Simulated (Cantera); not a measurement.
## Boron, boron nitride and boron oxide: borazine + N2 + H2

Input: 1 mol borazine, 4.2 mol N2, 1.7 mol H2, at 0.0133 bar.

Cantera equilibrium calculation (NASA polynomials, part measured and part estimated; ideal gas, pure solids and liquids). Candidate condensed phases: B, BN; 15 gas species. The feed counts by its element totals alone. The tables' values for BH2 are old estimates; treat these amounts as uncertain. Rates play no part.

| T (°C) | x N2 | x H2 | x H | x B | x BH2 | n BN(s) | n B(s) | n B(l) |
|---|---|---|---|---|---|---|---|---|
| 1927 | 0.464 | 0.501 | 0.0345 | 0.000110 | 0.000356 | 3.00 | 0 | 0 |
| 1952 | 0.463 | 0.497 | 0.0396 | 0.000180 | 0.000462 | 2.99 | 0 | 0 |
| 1977 | 0.461 | 0.493 | 0.0451 | 0.000291 | 0.000596 | 2.99 | 0 | 0 |
| 2002 | 0.460 | 0.487 | 0.0513 | 0.000466 | 0.000764 | 2.99 | 0 | 0 |
| 2027 | 0.458 | 0.482 | 0.0582 | 0.000738 | 0.000972 | 2.98 | 0 | 0 |
| 2052 | 0.531 | 0.406 | 0.0607 | 0.00104 | 0.000940 | 0 | 2.98 | 0 |
| 2077 | 0.529 | 0.401 | 0.0684 | 0.00140 | 0.00103 | 0 | 0 | 2.97 |
x: gas mole fraction; n: condensed amount in mol.

From 1927 °C to 2027 °C the condensed part is BN(s). At 2052 °C the condensed part is B(s). At 2077 °C the condensed part is B(l).
